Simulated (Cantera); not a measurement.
An adiabatic, constant-pressure homogeneous reactor starts with C3H8 : O2 : N2 = 1 : 9.26 : 34.8 (molar parts), equivalence ratio 0.54, at 1150 K and 4.93 atm. Integrator tolerance rtol = 1e-08.

Model: GRI-Mech 3.0 (53 species, 325 reactions), integrated in Cantera. GRI-Mech 3.0 was tuned for natural gas; its chemistry of propane as a main component is partial and can be far from experiment.

What does this change do: O2 9.26 to 4.6 parts?


```csv
quantity,before,after
time of steepest temperature rise,6.35 ms,11.4 ms
temperature at 0.700 s,2268 K,2287 K
equilibrium temperature,2268 K,2287 K
x(C3H8) at 0.700 s,<1e-12 (gas-phase equilibrium <1e-12),<1e-12 (gas-phase equilibrium <1e-12)
x(O2) at 0.700 s,0.0872 (gas-phase equilibrium 0.0872),0.000284 (gas-phase equilibrium 0.000284)
x(H2O2) at 0.700 s,2.28e-7 (gas-phase equilibrium 2.28e-7),1.46e-8 (gas-phase equilibrium 1.46e-8)
x(NO2) at 0.700 s,1.55e-5 (gas-phase equilibrium 1.55e-5),5.40e-8 (gas-phase equilibrium 5.40e-8)
x(C2H) at 0.700 s,<1e-12 (gas-phase equilibrium <1e-12),<1e-12 (gas-phase equilibrium <1e-12)
x(CH3) at 0.700 s,<1e-12 (gas-phase equilibrium <1e-12),<1e-12 (gas-phase equilibrium <1e-12)
x(CH4) at 0.700 s,<1e-12 (gas-phase equilibrium <1e-12),<1e-12 (gas-phase equilibrium <1e-12)
```

What does this change do: initial temperature 1150 to 1200 K?


```tsv
quantity	before	after
time of steepest temperature rise	6.35 ms	2.44 ms
temperature at 0.700 s	2268 K	2307 K
equilibrium temperature	2268 K	2307 K
x(C3H8) at 0.700 s	<1e-12 (gas-phase equilibrium <1e-12)	<1e-12 (gas-phase equilibrium <1e-12)
x(O2) at 0.700 s	0.0872 (gas-phase equilibrium 0.0872)	0.0868 (gas-phase equilibrium 0.0868)
x(H2O2) at 0.700 s	2.28e-7 (gas-phase equilibrium 2.28e-7)	2.50e-7 (gas-phase equilibrium 2.50e-7)
x(NO2) at 0.700 s	1.55e-5 (gas-phase equilibrium 1.55e-5)	1.59e-5 (gas-phase equilibrium 1.59e-5)
x(C2H) at 0.700 s	<1e-12 (gas-phase equilibrium <1e-12)	<1e-12 (gas-phase equilibrium <1e-12)
x(CH3) at 0.700 s	<1e-12 (gas-phase equilibrium <1e-12)	<1e-12 (gas-phase equilibrium <1e-12)
x(CH4) at 0.700 s	<1e-12 (gas-phase equilibrium <1e-12)	<1e-12 (gas-phase equilibrium <1e-12)
```

What does this change do: initial temperature 1150 to 1648 K?


```json
[
 {"quantity": "time of steepest temperature rise", "before": "6.35 ms", "after": "8.46 µs"},
 {"quantity": "temperature at 0.700 s", "before": "2268 K", "after": "2623 K"},
 {"quantity": "equilibrium temperature", "before": "2268 K", "after": "2623 K"},
 {"quantity": "x(C3H8) at 0.700 s", "before": "<1e-12 (gas-phase equilibrium <1e-12)", "after": "<1e-12 (gas-phase equilibrium <1e-12)"},
 {"quantity": "x(O2) at 0.700 s", "before": "0.0872 (gas-phase equilibrium 0.0872)", "after": "0.0829 (gas-phase equilibrium 0.0829)"},
 {"quantity": "x(H2O2) at 0.700 s", "before": "2.28e-7 (gas-phase equilibrium 2.28e-7)", "after": "4.64e-7 (gas-phase equilibrium 4.64e-7)"},
 {"quantity": "x(NO2) at 0.700 s", "before": "1.55e-5 (gas-phase equilibrium 1.55e-5)", "after": "1.90e-5 (gas-phase equilibrium 1.90e-5)"},
 {"quantity": "x(C2H) at 0.700 s", "before": "<1e-12 (gas-phase equilibrium <1e-12)", "after": "<1e-12 (gas-phase equilibrium <1e-12)"},
 {"quantity": "x(CH3) at 0.700 s", "before": "<1e-12 (gas-phase equilibrium <1e-12)", "after": "<1e-12 (gas-phase equilibrium <1e-12)"},
 {"quantity": "x(CH4) at 0.700 s", "before": "<1e-12 (gas-phase equilibrium <1e-12)", "after": "<1e-12 (gas-phase equilibrium <1e-12)"}
]
```
